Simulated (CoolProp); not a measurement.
Vapour-liquid equilibrium of R152A (1) + methanol (2) at -34.45 °C; x and y are mole fractions of (1).

Computed with CoolProp (multi-fluid Helmholtz-energy mixture model, Outcalt 1996 and de Reuck 1993; pair parameters Bell 2016).

```csv
x,bubble pressure (bar),y at the bubble point,dew pressure at overall composition x (bar),liquid density (mol/L)
0.05,0.1890,0.983,0.003429,25.58
0.125,0.3245,0.990,0.003722,24.57
0.2,0.3790,0.992,0.004069,23.60
0.275,0.4009,0.992,0.004489,22.68
0.35,0.4113,0.992,0.005006,21.81
0.425,0.4195,0.993,0.005658,20.97
0.5,0.4298,0.993,0.006506,20.18
0.575,0.4442,0.993,0.007652,19.42
0.65,0.4634,0.994,0.009290,18.69
0.725,0.4878,0.995,0.01182,17.99
0.8,0.5177,0.996,0.01625,17.32
0.875,0.5529,0.997,0.02597,16.67
0.95,0.5937,0.999,0.06470,16.04
```

No azeotrope shows between x = 0.05 and 0.95.

Pair parameters are fitted to limited data, so mixtures are less certain than the pure fluids. With so large a gap from Raoult's law the liquid may split in two, which this calculation doesn't test in full.
